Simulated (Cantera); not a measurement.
Cantera run, input and output.

```python
import numpy as np
import cantera as ct

gas = ct.Solution("gri30.yaml")
gas.TP = 300, 101325
flame = ct.CounterflowDiffusionFlame(gas, width=0.02)
flame.fuel_inlet.X, flame.fuel_inlet.T = {'CH4': 1, 'C2H6': 0.37}, 400
flame.oxidizer_inlet.X, flame.oxidizer_inlet.T = {'O2': 0.23, 'N2': 0.77}, 650
flame.set_refine_criteria(ratio=3, slope=0.12, curve=0.24, prune=0.03)
show = ['OH', 'H', 'NO', 'CO', 'C2H2']

rows = []
print(f"{'mdot':>8s}{'a_max':>10s}{'a_mean':>10s}{'Tmax/K':>9s}" + "".join(f"{s:>11s}" for s in show) + "   (peak mole fractions)")
for i, mdot in enumerate([0.25, 0.33, 0.43, 0.56, 0.73, 0.95, 1.2, 1.6, 2.1, 2.8]):  # kg/m2/s on the oxidiser side
    flame.oxidizer_inlet.mdot, flame.fuel_inlet.mdot = mdot, 1.1 * mdot
    flame.solve(loglevel=0, auto=(i == 0))
    if flame.T.max() < max(400, 650) + 100:
        print(f"{mdot:8.3g}  no burning solution found from the previous one")
        break
    dT = np.abs(np.gradient(flame.T, flame.grid))
    rows.append([flame.strain_rate("max"), flame.strain_rate("mean"), flame.T.max(),
                 *(flame.X[gas.species_index(s)].max() for s in show), max(dT[0], dT[-1]) / dT.max()])
    print(f"{mdot:8.3g}{rows[-1][0]:10.1f}{rows[-1][1]:10.1f}{rows[-1][2]:9.1f}" + "".join(f"{x:11.3e}" for x in rows[-1][3:-1]))
```

Result:

```
    mdot     a_max    a_mean   Tmax/K         OH          H         NO         CO       C2H2   (peak mole fractions)
    0.25     239.0      45.8   2251.1  1.144e-02  5.624e-03  4.190e-04  7.366e-02  2.878e-02
    0.33     307.9      60.5   2235.4  1.142e-02  5.874e-03  3.894e-04  7.256e-02  2.784e-02
    0.43     392.7      78.8   2221.2  1.139e-02  6.109e-03  3.627e-04  7.164e-02  2.693e-02
    0.56     501.6     102.6   2208.0  1.134e-02  6.354e-03  3.370e-04  7.091e-02  2.604e-02
    0.73     641.9     133.7   2195.1  1.129e-02  6.602e-03  3.112e-04  7.033e-02  2.517e-02
    0.95     820.3     174.1   2181.8  1.120e-02  6.838e-03  2.838e-04  6.981e-02  2.422e-02
     1.2    1019.2     219.9   2168.6  1.106e-02  7.025e-03  2.580e-04  6.941e-02  2.328e-02
     1.6    1330.0     293.1   2150.7  1.083e-02  7.215e-03  2.244e-04  6.902e-02  2.198e-02
     2.1    1709.3     384.7   2131.6  1.052e-02  7.340e-03  1.912e-04  6.884e-02  2.060e-02
     2.8    2227.5     513.0   2108.5  1.009e-02  7.383e-03  1.555e-04  6.883e-02  1.892e-02
```

Computed with Cantera and GRI-Mech 3.0 (53 species, 325 reactions). GRI-Mech 3.0 has no aromatics or soot, which form on the fuel side of real flames. The maximum strain rate includes the flame's own expansion and is several times the mean.
